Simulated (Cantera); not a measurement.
Cantera run, input and output.

```python
import numpy as np
import cantera as ct

gas = ct.Solution("h2o2.yaml")
gas.TPX = 900, 2666, {'H2': 0.25, 'O2': 0.11, 'N2': 0.44}
reactor = ct.IdealGasConstPressureReactor(gas, energy="off", clone=False)
net = ct.ReactorNet([reactor])
net.rtol, net.atol = 1e-08, 1e-18
show = ['H2', 'O2', 'H', 'H2O', 'O', 'HO2', 'H2O2']
times = np.geomspace(7e-05, 9, 11)

steps = ct.SolutionArray(gas, extra=["t"])
rows = []
print(f"{'t/s':>10s}{'T/K':>9s}{'P/Pa':>11s}" + "".join(f"{s:>11s}" for s in show))
for t in times:
    while net.time < t:
        t_next = net.step()
        steps.append(gas.state, t=t_next)
    rows.append([np.interp(t, steps.t, y) for y in (steps.T, steps.P, *steps(*show).X.T)])
    print(f"{t:10.3e}{rows[-1][0]:9.1f}{rows[-1][1]:11.4g}" + "".join(f"{x:11.3e}" for x in rows[-1][2:]))
rate = np.gradient(steps.T, steps.t)
print("integrator steps:", len(steps.t))
if steps.T.max() > steps.T[0] + 200:
    print(f"time of steepest temperature rise: {steps.t[rate.argmax()]:.4e} s")
gas.TPX = 900, 2666, {'H2': 0.25, 'O2': 0.11, 'N2': 0.44}
gas.equilibrate("TP")
print(f"equilibrium (TP): T = {gas.T:.1f} K  " + "  ".join(f"{s} {gas[s].X[0]:.3e}" for s in show))
```

Output:

```
       t/s      T/K       P/Pa         H2         O2          H        H2O          O        HO2       H2O2
 7.000e-05    900.0       2666  3.125e-01  1.375e-01  2.787e-12  8.838e-14  7.334e-14  2.793e-12  1.619e-16
 2.270e-04    900.0       2666  3.125e-01  1.375e-01  9.853e-12  1.453e-12  5.084e-13  9.138e-12  1.711e-15
 7.361e-04    900.0       2666  3.125e-01  1.375e-01  4.942e-11  2.505e-11  3.301e-12  3.086e-11  1.843e-14
 2.387e-03    900.0       2666  3.125e-01  1.375e-01  9.831e-10  1.019e-09  6.940e-11  1.558e-10  2.391e-13
 7.740e-03    900.0       2666  3.125e-01  1.375e-01  5.480e-06  6.257e-06  3.879e-07  3.521e-07  3.854e-10
 2.510e-02    900.0       2666  3.691e-02  9.958e-03  5.300e-02  2.848e-01  1.378e-03  9.169e-07  3.141e-08
 8.139e-02    900.0       2666  3.798e-02  2.362e-04  1.158e-02  3.163e-01  4.031e-05  2.360e-08  3.846e-09
 2.639e-01    900.0       2666  4.186e-02  1.133e-05  3.175e-03  3.183e-01  2.330e-06  1.142e-09  8.623e-10
 8.559e-01    900.0       2666  4.299e-02  9.004e-07  9.429e-04  3.187e-01  1.936e-07  9.196e-11  2.436e-10
 2.775e+00    900.0       2666  4.333e-02  8.155e-08  2.874e-04  3.188e-01  1.769e-08  8.652e-12  7.300e-11
 9.000e+00    900.0       2666  4.343e-02  7.736e-09  8.830e-05  3.188e-01  1.661e-09  9.171e-13  2.214e-11
integrator steps: 2147
equilibrium (TP): T = 900.0 K  H2 4.348e-02  O2 2.091e-20  H 1.503e-10  H2O 3.188e-01  O 4.800e-21  HO2 6.371e-25  H2O2 5.124e-21
```

Model: the H2/O2 subset of GRI-Mech 3.0, which has no nitrogen chemistry, integrated in Cantera. Radical loss at walls, strong at low pressure, is not modelled. Below about 950 K walls govern HO2 and H2O2 in real vessels. The temperature is held fixed by assumption; the heat of reaction is taken as removed at once.
